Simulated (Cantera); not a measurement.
## Transport properties of process gases

Gas mixture: N₂ : C₂H₂ = 0.53 : 0.79 (molar parts), at 1.01 bar, frozen composition.

Cantera's kinetic-theory transport with the Lennard-Jones parameters of GRI-Mech 3.0, ideal gas; thermal conductivity in the mixture-averaged form. The composition is frozen, though it would react at the higher temperatures.

```
T (K)  ρ (kg/m³)  cp (J/kg/K)  μ (µPa s)  λ (mW/m/K)     Pr  D (cm²/s) CH₃  D (cm²/s) H₂O  D (cm²/s) NH₃
-----  ---------  -----------  ---------  ----------  -----  -------------  -------------  -------------
400        0.817         1560       16.6        34.5  0.749          0.327          0.334          0.322
600        0.545         1746       22.6        52.0  0.759          0.667          0.721          0.690
800        0.409         1885       27.8        68.6  0.762           1.09           1.22           1.16
1000       0.327         2005       32.4        84.6  0.767           1.60           1.81           1.72
1200       0.272         2103       36.6        99.9  0.770           2.17           2.50           2.36
1400       0.234         2183       40.5         115  0.772           2.81           3.26           3.07
1600       0.204         2248       44.3         129  0.773           3.51           4.09           3.86
```
D: mixture-averaged diffusion coefficient of that species in the mixture.
